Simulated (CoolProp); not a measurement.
Vapour-liquid equilibrium of acetone (1) + n-heptane (2) at 0.246 MPa; x and y are mole fractions of (1).

Computed with CoolProp (multi-fluid Helmholtz-energy mixture model, Lemmon 2006 and Span 2003; pair parameters Bell 2016).

```csv
x,"bubble temperature, mixture model (°C)","bubble temperature, Raoult's law (°C)","y, mixture model","y, Raoult's law"
0.05,120.2,127.4,0.265,0.145
0.125,108.3,121.6,0.489,0.319
0.2,100.8,116.6,0.607,0.454
0.275,96.0,112.0,0.676,0.561
0.35,92.8,108.0,0.720,0.648
0.425,90.6,104.4,0.751,0.719
0.5,…,101.1,0.775,0.777
0.575,87.9,98.0,0.795,0.827
0.65,…,95.2,…,0.869
0.725,86.1,92.7,0.837,0.905
0.8,85.4,90.3,0.864,0.936
0.875,84.8,88.0,0.900,0.962
0.95,…,85.9,0.951,0.986
```

Q: Complete the blanks.

A: 
- 0.5, bubble temperature, mixture model (°C): 89.1
- 0.65, bubble temperature, mixture model (°C): 86.9
- 0.65, y, mixture model: 0.815
- 0.95, bubble temperature, mixture model (°C): 84.5

The largest gap from Raoult's law is -16.0 K in bubble temperature, at x = 0.275. No azeotrope shows between x = 0.05 and 0.95.

The pair parameters rest on a limited set of measurements; away from them the model extrapolates.
